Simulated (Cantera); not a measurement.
Feed: 1 mol Al(CH₃)₃, 0.56 mol NH₃, 1.4 mol N₂, 0.82 mol N₂O, held at 0.0133 bar.

These are equilibrium values from Cantera (NASA tables, ideal gas, pure condensed phases), not measurements of a reactor. Candidate condensed phases: Al, AlN, Al₂O₃, C, C₆H₆, C₇H₈, C₈H₁₈, H₂O; 148 gas species. The feed counts by its element totals alone. Mutual solubility and eutectic melting of coexisting phases are not modelled. Rates play no part. All values below are at 1300 K.

Base state: H₂ 0.697, N₂ 0.293, CO 0.0100, HCN 9.36e-5, CH₄ 5.09e-5 (mole fractions); condensed: AlN(s) + Al₂O₃(s) + C(graphite).

What changes in the equilibrium state with this change: Al(CH₃)₃ replaced by Al?


```tsv
species	before	after
N₂	0.293	0.730
H₂	0.697	0.270
CO	0.0100	0
HCN	9.36e-5	0
CH₄	5.09e-5	0
AlN(s), mol	0.505	0.453
Al₂O₃(s), mol	0.248	0.273
C(graphite), mol	2.92	0
```
